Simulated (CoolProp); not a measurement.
A closed Brayton cycle with dry air: compressor inlet 313.15 K and 7.3 MPa, high pressure 18.7 MPa, turbine inlet 630 K, compressor efficiency 0.89, turbine efficiency 0.9, recuperator effectiveness 0 (on enthalpy, no pinch check). Each further row changes one setting.

Values from CoolProp's reference Helmholtz-energy equation of state, Lemmon 2000. It is a pseudo-pure fit of the blend.

```
case                           thermal efficiency (%)  net work (kJ/kg)  compressor to turbine work  compressor exit (K)  turbine exit (K)
-----------------------------  ----------------------  ----------------  --------------------------  -------------------  ----------------
as stated                                        12.6              28.7                        0.80                423.3             499.3
turbine inlet 580 K                                 ?              17.2                           ?                423.3             458.3
compressor inlet 323.15 K                           ?              24.8                           ?                    ?             499.3
high pressure 15.9 MPa                           11.5              28.7                        0.76                402.2             519.8
recuperator effectiveness 0.5                    15.3              28.7                        0.80                423.3             499.3
```

Q: Fill in the missing entries.

A: 
- turbine inlet 580 K, thermal efficiency (%): 9.9
- turbine inlet 580 K, compressor to turbine work: 0.87
- compressor inlet 323.15 K, thermal efficiency (%): 11.6
- compressor inlet 323.15 K, compressor to turbine work: 0.82
- compressor inlet 323.15 K, compressor exit (K): 436.6
